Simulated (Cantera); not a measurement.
Feed: 1 mol PbO, 2.6 mol CO, held at 2102 °C and 0.000170 bar.

Equilibrium computed with Cantera from the NASA thermochemical tables; the gas is ideal and each condensed phase is pure. Candidate condensed phases: C, Pb, PbO, PbO₂, Pb₃O₄; 15 gas species. Kinetics and transport are ignored.

Base state: CO 0.554, Pb 0.238, O 0.104, CO₂ 0.0703, O₂ 0.0318, PbO 0.00254 (mole fractions); condensed: gas only.

Task: What changes in the equilibrium state with this change: PbO replaced by CuO?

Result: 
```csv
species,before,after
CO,0.554,0.553
Cu,0,0.240
O,0.104,0.104
Pb,0.238,0
PbO,0.00254,0
O₂,0.0318,0.0323
CO₂,0.0703,0.0706
CuO,0,4.41e-5
```
Further candidate phases: Cu, CuO, Cu₂O.
